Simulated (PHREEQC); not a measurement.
Solution A (13 mmol/kgw CdCl2 and 1.2 mmol/kgw MnSO4) is mixed with solution B (0.27 mol H2SO4, 0.0002 mol CaCl2 and 0.00013 mol KCl per kg of water) at 30 °C; shares are by mass of water, 1 kg in all. No oxygen is let in. The system is closed to CO2. Only these solids could form: Gypsum, Portlandite, Pyrochroite, Cd(OH)2, CdOHCl.

Computed with PHREEQC (ion-association model, wateq4f.dat).

```
share of solution B    pH  Mn+2 (mol/kgw)  HSO4- (mol/kgw)  Cd+2 (mol/kgw)
-------------------  ----  --------------  ---------------  --------------
0                    5.81         0.00111          7.97e-8         0.00622
0.1                  1.50             ___              ___         0.00511
0.2                  1.24             ___           0.0386             ___
0.3                  1.09        0.000601           0.0626         0.00423
0.4                  0.98        0.000517           0.0873         0.00376
0.5                  0.90        0.000433            0.113         0.00324
0.6                  0.83        0.000349            0.138         0.00269
0.7                  0.77        0.000263            0.164         0.00209
0.8                  0.72        0.000177            0.190         0.00144
0.9                  0.68         8.90e-5            0.216        0.000748
1                    0.64               0            0.242               0
```

Question: Fill in the missing entries.

Answer: 
- 0.1, Mn+2 (mol/kgw): 0.000800
- 0.1, HSO4- (mol/kgw): 0.0161
- 0.2, Mn+2 (mol/kgw): 0.000690
- 0.2, Cd+2 (mol/kgw): 0.00466
